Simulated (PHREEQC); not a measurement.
Make-up at 25 °C: 0.00034 mol H2S and 0.00026 mol ZnCl2 per kg of water. Closed to the air; pH follows from the charge balance.

Equilibrium calculation in PHREEQC: ion-association model, phreeqc.dat.

```
Property                        Result
--------------------  ----------------
pH                                3.60
ionic strength        0.000650 mol/kgw
specific conductance         141 µS/cm
```

```csv
species,molality,activity,log γ
Cl-,0.000520,0.000505,-0.013
H+,0.000260,0.000253,-0.012
Zn(HS)2,0.000130,0.000130,0.000
Zn+2,0.000130,0.000116,-0.050
H2S,7.96e-5,7.96e-5,0.000
ZnCl+,1.62e-7,1.57e-7,-0.013
HS-,3.70e-8,3.60e-8,-0.013
```

Precipitation was switched off in this run. The solution is supersaturated, for example in Sphalerite (slow to form), so a real one may precipitate; this is no full list.
